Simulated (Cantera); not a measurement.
# Thermodynamics of iron carbonyl, mercury and lead vapours, feed Pb + O2 + N2

Input: 1 mol Pb, 0.011 mol O2, 0.67 mol N2, held at 1.00 Torr.

Method: chemical equilibrium by Gibbs-energy minimisation in Cantera with the NASA 1993 tables (ideal gas, pure condensed phases). Candidate condensed phases: Pb, PbO, PbO2, Pb3O4; 12 gas species. Mutual solubility and eutectic melting of coexisting phases are not modelled. The numbers say what is thermodynamically allowed, not how fast it happens.

From 823 K to 1123 K the condensed part is Pb(l) + PbO(yellow). At 1173 K the condensed part is Pb(l). From 1223 K to 1373 K nothing is condensed. The main Pb-bearing gas is Pb throughout.

```
T (K)   x N2      x Pb     x PbO     x Pb2      x O2      x NO       x O  n Pb(l)  n PbO(yellow)
-----  -----  --------  --------  --------  --------  --------  --------  -------  -------------
823    1.000  0.000101   1.70e-7  1.24e-11    <1e-12    <1e-12    <1e-12    0.978         0.0220
873    1.000  0.000477   1.77e-6  1.68e-10    <1e-12  5.51e-12    <1e-12    0.978         0.0220
923    0.998   0.00190   1.41e-5   1.71e-9  3.31e-12  5.58e-11    <1e-12    0.977         0.0220
973    0.993   0.00656   9.07e-5   1.36e-8  6.16e-11  4.43e-10    <1e-12    0.974         0.0219
1023   0.980    0.0200  0.000482   8.81e-8  8.57e-10   2.85e-9    <1e-12    0.964         0.0217
1073   0.943    0.0548   0.00218   4.76e-7   9.28e-9   1.52e-8  3.28e-12    0.939         0.0204
1123   0.854     0.137   0.00858   2.20e-6   8.07e-8   6.73e-8  3.42e-11    0.871         0.0153
1173   0.662     0.316    0.0217   8.89e-6   3.07e-7   1.75e-7  2.12e-10    0.658              0
1223   0.401     0.586    0.0132   2.36e-5   9.46e-8   1.11e-7  3.40e-10        0              0
1273   0.401     0.586    0.0132   1.87e-5   2.51e-7   2.58e-7   1.47e-9        0              0
1323   0.401     0.586    0.0132   1.50e-5   6.17e-7   5.61e-7   5.72e-9        0              0
1373   0.401     0.586    0.0132   1.23e-5   1.42e-6   1.15e-6   2.01e-8        0              0
```
x: gas mole fraction; n: condensed amount in mol.
